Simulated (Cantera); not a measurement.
Mixture: 3.71 % CH₄, 14.0 % O₂, 75.6 % N₂, 6.67 % H₂O, equivalence ratio 0.53, at 0.400 bar, adiabatic and at constant volume. Ignition delay is the time to a rise of 400 K.

Model: GRI-Mech 3.0 (53 species, 325 reactions), integrated in Cantera.

Question: At T0 = 1525 K, what is the delay, and which 6 reactions control it most (d ln τ / d ln k, from doubling and halving each rate constant)?

Answer: The delay is 2.19 ms.
| reaction | d ln τ / d ln k | faster rate |
|---|---|---|
| CH3 + O2 <=> CH3O + O | -0.44 | shortens it |
| H + O2 <=> O + OH | -0.36 | shortens it |
| CH4 + H <=> CH3 + H2 | 0.26 | lengthens it |
| 2 CH3 (+M) <=> C2H6 (+M) | 0.21 | lengthens it |
| 2 CH3 <=> C2H5 + H | -0.14 | shortens it |
| CH3 + O2 <=> CH2O + OH | -0.12 | shortens it |
